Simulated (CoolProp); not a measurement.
Aqueous potassium acetate as a coolant, 40 % by mass, freezing at -42.1 °C, 1 atm.

Model: Melinder's fits for secondary coolants, in CoolProp.

```csv
T (°C),conductivity (W/(m K)),density (kg/m³),cp (kJ/(kg K)),Prandtl number
-19.2,0.427,1232,2.861,109
-13.8,0.433,1230,2.874,80.6
-8.5,0.439,1228,2.887,61.8
-3.1,0.445,1226,2.901,48.4
2.2,…,1223,2.914,38.9
7.6,0.456,1221,2.927,31.9
12.9,0.462,…,2.940,26.7
18.3,0.468,1216,2.954,22.6
23.7,0.474,1213,2.968,19.4
29,0.480,1210,2.982,16.9
34.4,0.486,…,2.997,14.8
39.7,0.492,1205,3.012,13.0
```

Task: What belongs in the gaps?

Result: 
- 2.2, conductivity (W/(m K)): 0.451
- 12.9, density (kg/m³): 1218
- 34.4, density (kg/m³): 1208
